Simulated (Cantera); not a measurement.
Feed: 1 mol Ti(OiPr)₄, 2.1 mol H₂, equilibrated at 133 Pa.

Cantera equilibrium calculation (NASA polynomials, part measured and part estimated; ideal gas, pure solids and liquids). Candidate condensed phases: C, C₆H₆, C₇H₈, C₈H₁₈, H₂O, Ti, TiC, TiO, TiO₂, Ti₂O₃, Ti₃O₅, Ti₄O₇; 113 gas species. The feed counts by its element totals alone. TiC: taken at fixed stoichiometry. Rates play no part.

### Question
At 1427 °C, list the 4 most abundant gas species with their mole fractions, and the condensed phases.

### Answer
H₂ 0.798, CO 0.199, H 0.00360, C₂H₂ (acetylene) 5.86e-5. Condensed: C(graphite) + TiC(s).
